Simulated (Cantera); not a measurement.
# Thermodynamics of silicon oxide and oxynitride deposition, feed HMDSO + CO₂ + H₂

A closed system holds: 1 mol HMDSO, 0.63 mol CO₂, 82 mol H₂, equilibrated at 625 °C and 0.00470 bar.

Cantera equilibrium calculation (NASA polynomials, part measured and part estimated; ideal gas, pure solids and liquids). Candidate condensed phases: C, C₆H₆, C₇H₈, C₈H₁₈, H₂O, Si, SiC, SiO₂; 123 gas species. The feed counts by its element totals alone. Equilibrium is a limit: real reactors are often held back by kinetics, nucleation or transport.

The x(H₂) comes out as 0.998. The x(CH₄) is 0.00150. The n(C(graphite)) comes out as 5.62 mol and the n(SiC(s)) comes out as 0.870 mol. The n(SiO₂(β-quartz)) is 1.13 mol. The gas amount is 90.86 mol and the log10 activity of Si(s) (absent) is -3.84.
